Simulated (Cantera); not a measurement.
A perfectly stirred reactor is fed with 75.3 % NO, 24.7 % N2, at 1.78 atm; it is held at 1673 K, and followed from long to short residence time.

Model: GRI-Mech 3.0 (53 species, 325 reactions), integrated in Cantera.

Q: Predict: x(NO) at τ = 9.20 s; x(N2O) at τ = 9.20 s; x(O) at τ = 9.20 s; x(O2) at τ = 9.20 s; x(N2) at τ = 9.20 s; x(NO) at τ = 0.300 s; x(N2O) at τ = 0.300 s; x(O) at τ = 0.300 s; x(O2) at τ = 0.300 s; x(N2) at τ = 0.300 s.

A: 
```
Quantity                  Value
---------------------  --------
x(NO) at τ = 9.20 s       0.388
x(N2O) at τ = 9.20 s    5.86e-5
x(O) at τ = 9.20 s      1.08e-5
x(O2) at τ = 9.20 s       0.182
x(N2) at τ = 9.20 s       0.429
x(NO) at τ = 0.300 s      0.715
x(N2O) at τ = 0.300 s  0.000202
x(O) at τ = 0.300 s     4.03e-6
x(O2) at τ = 0.300 s     0.0184
x(N2) at τ = 0.300 s      0.266
```
